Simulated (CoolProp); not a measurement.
Computed with CoolProp (reference Helmholtz-energy equation of state, Thol 2015).

Task: For 1,2-dichloroethane, give the phase and the cp (kJ/(kg K)), cv (kJ/(kg K)), speed of sound (m/s) at 500 K and 0.0413 MPa; 500 K and 0.0606 MPa.

Result: 
- 500 K and 0.0413 MPa: gas; cp 1.04, cv 0.955, speed of sound 213
- 500 K and 0.0606 MPa: gas; cp 1.04, cv 0.955, speed of sound 213
